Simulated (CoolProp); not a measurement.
A single-stage vapour-compression cycle with R11: evaporating at 311.15 K (dew point), condensing at 361.15 K (bubble point), superheat 10 K, subcooling 5 K, compressor efficiency 0.6, no pressure losses. Each further row changes one setting.

Model: reference Helmholtz-energy equation of state, Jacobsen 1992, in CoolProp.

| case | cooling COP | pressure ratio | discharge temperature (K) | refrigerating effect (kJ/kg) | volumetric capacity (kJ/m³) |
|---|---|---|---|---|---|
| as stated | 3.22 | 3.86 | 398.2 | 141 | 1240 |
| evaporating temperature 316.15 K | 3.70 | 3.30 | 394.8 | 143 | 1460 |
| condensing temperature 356.15 K | 3.66 | 3.43 | 391.3 | 145 | 1280 |
| subcooling 10 K | 3.33 | 3.86 | 398.2 | 145 | 1280 |
| superheat 20 K | 3.24 | 3.86 | 409.8 | 147 | 1250 |
| compressor efficiency 0.5 | 2.69 | 3.86 | 411.0 | 141 | 1240 |
